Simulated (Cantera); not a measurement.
A perfectly stirred reactor is fed with CH4 : O2 : N2 = 1 : 1.54 : 5.78 (molar parts), equivalence ratio 1.3, at 100000 Pa; it is adiabatic with a 525 K inlet, and is followed from long to short residence time, starting on the burning branch (τ in s: 0.42, 0.19, 0.084, 0.037, 0.017, 0.0074, 0.0033, 0.0015, 0.00065, 0.00029, 0.00013, 5.8e-05, 2.6e-05).

Detailed kinetics in Cantera: GRI-Mech 3.0 (53 species, 325 reactions).

### Question
Predict: blow-out, bracketed by the residence times tried; x(CH4) at τ = 0.420 s; x(O2) at τ = 0.420 s; x(OH) at τ = 0.420 s; x(HCO) at τ = 0.420 s; x(NO) at τ = 0.420 s; x(CH4) at τ = 3.30 ms; x(O2) at τ = 3.30 ms; x(OH) at τ = 3.30 ms; x(HCO) at τ = 3.30 ms; x(NO) at τ = 3.30 ms.

### Answer
| Item | Result |
|---|---|
| blow-out, bracketed by the residence times tried | burning at 0.130 ms, out at 58.0 µs |
| x(CH4) at τ = 0.420 s | 6.86e-6 |
| x(O2) at τ = 0.420 s | 6.13e-5 |
| x(OH) at τ = 0.420 s | 0.000963 |
| x(HCO) at τ = 0.420 s | 3.23e-8 |
| x(NO) at τ = 0.420 s | 0.000233 |
| x(CH4) at τ = 3.30 ms | 8.61e-5 |
| x(O2) at τ = 3.30 ms | 0.00112 |
| x(OH) at τ = 3.30 ms | 0.00320 |
| x(HCO) at τ = 3.30 ms | 1.07e-6 |
| x(NO) at τ = 3.30 ms | 0.000377 |
